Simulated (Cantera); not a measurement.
A freely propagating, adiabatic, planar premixed flame of 54.9 % H2, 9.45 % O2, 35.6 % N2, unburnt at 700 K and 0.430 bar; multicomponent transport, grid criteria slope 0.08 and curve 0.16, no radiation.

Cantera simulation using the H2/O2 subset of GRI-Mech 3.0, which has no nitrogen chemistry; the numbers are that mechanism's predictions, not measurements. Burning velocities carry a grid error of a few per cent, more on coarse grids.

x: mole fraction of selected species; z is measured from the peak of heat release.

```csv
z (mm),T (K),u (m/s),x H2,x O2,x H2O,x H,x OH,x H2O2
-4.75,700,9.68,0.549,0.0945,<1e-8,<1e-8,<1e-8,<1e-8
-3.16,700,9.68,0.549,0.0945,<1e-8,<1e-8,<1e-8,<1e-8
-2.37,700,9.68,0.549,0.0945,<1e-8,<1e-8,<1e-8,<1e-8
-1.58,700,9.68,0.549,0.0945,5.25e-7,1.97e-6,<1e-8,<1e-8
-0.791,718,9.92,0.547,0.0940,0.00116,0.000862,3.21e-5,___
-0.395,850,11.7,0.526,0.0884,0.0144,0.0117,0.000228,___
0,1172,15.7,0.419,0.0499,0.0955,0.0649,0.00129,___
0.395,1392,18.4,0.336,0.00674,0.182,0.101,0.00159,___
0.791,1478,19.5,0.330,0.000699,0.195,0.0983,0.00159,___
1.58,1574,20.6,0.338,0.000112,0.197,0.0859,0.00181,___
3.16,1677,21.8,0.349,8.26e-5,0.199,0.0709,0.00196,___
6.33,1783,23.0,0.360,5.77e-5,0.201,0.0552,0.00195,___
12.7,1883,24.1,0.370,3.38e-5,0.203,0.0399,0.00173,___
```

Q: Fill in the missing entries.

A: 
- -0.791, x H2O2: 6.07e-7
- -0.395, x H2O2: 5.35e-7
- 0, x H2O2: 3.18e-7
- 0.395, x H2O2: 1.31e-7
- 0.791, x H2O2: 8.88e-8
- 1.58, x H2O2: 7.91e-8
- 3.16, x H2O2: 6.09e-8
- 6.33, x H2O2: 3.86e-8
- 12.7, x H2O2: 2.05e-8
